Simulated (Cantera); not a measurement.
# Catalytic combustion on Pt

An isothermal plug-flow reactor at 1223 K and 0.510 bar (inlet), inlet velocity 1 m/s, active area per volume 260 1/m; feed CH4 : O2 : N2 : H2O = 0.025 : 0.011 : 0.79 : 0.085 (molar parts), equivalence ratio 4.5.

Model: Deutschmann's 1995 Pt surface mechanism with GRI-Mech 3.0 gas chemistry, integrated in Cantera. Catalytic surfaces can have several steady states; this one follows from the mechanism file's or the stated starting coverage. Mass transfer to the wall is taken as infinitely fast.

```json
[
 {"z (m)": "0.00096", "x CH4": "0.0129", "x O2": "0.00148", "x H2O": "0.0982", "x CO2": "0.000193", "x CO": "0.0139", "θ free Pt": "0.952", "θ H*": "0.00365", "θ CO*": "0.0223", "θ C*": "0.0218"},
 {"z (m)": "0.0016", "x CH4": "0.00809", "x O2": "0.000397", "x H2O": "0.0947", "x CO2": "0.000278", "x CO": "0.0184", "θ free Pt": "0.945", "θ H*": "0.00442", "θ CO*": "0.0290", "θ C*": "0.0212"},
 {"z (m)": "0.0027", "x CH4": "0.00369", "x O2": "4.29e-5", "x H2O": "0.0901", "x CO2": "0.000402", "x CO": "0.0224", "θ free Pt": "0.946", "θ H*": "0.00508", "θ CO*": "0.0354", "θ C*": "0.0132"},
 {"z (m)": "0.0044", "x CH4": "0.00110", "x O2": "1.39e-6", "x H2O": "0.0870", "x CO2": "0.000581", "x CO": "0.0247", "θ free Pt": "0.951", "θ H*": "0.00547", "θ CO*": "0.0393", "θ C*": "0.00462"},
 {"z (m)": "0.0074", "x CH4": "0.000130", "x O2": "3.20e-9", "x H2O": "0.0856", "x CO2": "0.000890", "x CO": "0.0253", "θ free Pt": "0.953", "θ H*": "0.00562", "θ CO*": "0.0405", "θ C*": "0.000590"},
 {"z (m)": "0.012", "x CH4": "4.86e-6", "x O2": "<1e-12", "x H2O": "0.0850", "x CO2": "0.00135", "x CO": "0.0250", "θ free Pt": "0.954", "θ H*": "0.00566", "θ CO*": "0.0400", "θ C*": "3.43e-5"},
 {"z (m)": "0.021", "x CH4": "7.81e-9", "x O2": "<1e-12", "x H2O": "0.0841", "x CO2": "0.00222", "x CO": "0.0241", "θ free Pt": "0.956", "θ H*": "0.00571", "θ CO*": "0.0387", "θ C*": "1.22e-5"},
 {"z (m)": "0.034", "x CH4": "5.93e-11", "x O2": "<1e-12", "x H2O": "0.0829", "x CO2": "0.00339", "x CO": "0.0229", "θ free Pt": "0.957", "θ H*": "0.00577", "θ CO*": "0.0370", "θ C*": "1.20e-5"},
 {"z (m)": "0.057", "x CH4": "5.59e-11", "x O2": "<1e-12", "x H2O": "0.0810", "x CO2": "0.00527", "x CO": "0.0210", "θ free Pt": "0.960", "θ H*": "0.00587", "θ CO*": "0.0341", "θ C*": "1.16e-5"},
 {"z (m)": "0.096", "x CH4": "5.17e-11", "x O2": "<1e-12", "x H2O": "0.0783", "x CO2": "0.00797", "x CO": "0.0183", "θ free Pt": "0.964", "θ H*": "0.00601", "θ CO*": "0.0300", "θ C*": "1.10e-5"}
]
```
x: gas mole fraction; θ: surface coverage.
